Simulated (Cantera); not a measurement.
## SiH2Cl2 + N2O + N2 + H2O (silicon oxide and oxynitride deposition)

Feed: 1 mol SiH2Cl2, 8.3 mol N2O, 17 mol N2, 8.8 mol H2O, equilibrated at 79.0 mbar.

Cantera equilibrium calculation (NASA polynomials, part measured and part estimated; ideal gas, pure solids and liquids). Candidate condensed phases: H2O, NH4Cl, Si, SiO2, Si2N2O, Si3N4; 47 gas species. The tables hold silica as quartz up to 1696 K and as liquid above; real silica turns to tridymite and cristobalite and melts near 1996 K. Gases not in the tables: Si(OH)4. The numbers say what is thermodynamically allowed, not how fast it happens.

```
T (K)  log p N2  log p H2O  log p O2  log p HCl  n SiO2(α-quartz)  n SiO2(β-quartz)  n SiO2(condensed)
-----  --------  ---------  --------  ---------  ----------------  ----------------  -----------------
650       -1.29      -1.74     -2.22      -2.53              1.00                 0                  0
750       -1.29      -1.75     -2.20      -2.44              1.00                 0                  0
850       -1.29      -1.75     -2.20      -2.41                 0              1.00                  0
950       -1.29      -1.75     -2.20      -2.40                 0              1.00                  0
1050      -1.29      -1.75     -2.20      -2.40                 0              1.00                  0
1150      -1.29      -1.75     -2.20      -2.40                 0              1.00                  0
1250      -1.29      -1.75     -2.20      -2.40                 0              1.00                  0
1350      -1.29      -1.75     -2.20      -2.40                 0              1.00                  0
1450      -1.29      -1.75     -2.20      -2.40                 0              1.00                  0
1550      -1.29      -1.75     -2.20      -2.41                 0              1.00                  0
1650      -1.29      -1.75     -2.21      -2.41                 0              1.00                  0
1750      -1.29      -1.75     -2.21      -2.42                 0                 0              1.000
1850      -1.29      -1.75     -2.21      -2.43                 0                 0              1.000
1950      -1.30      -1.75     -2.22      -2.45                 0                 0              1.000
```
log p: log10 of the partial pressure in bar; n: condensed amount in mol.

From 650 K to 750 K the condensed part is SiO2(α-quartz). From 850 K to 1650 K the condensed part is SiO2(β-quartz). From 1750 K to 1950 K the condensed part is SiO2(condensed).
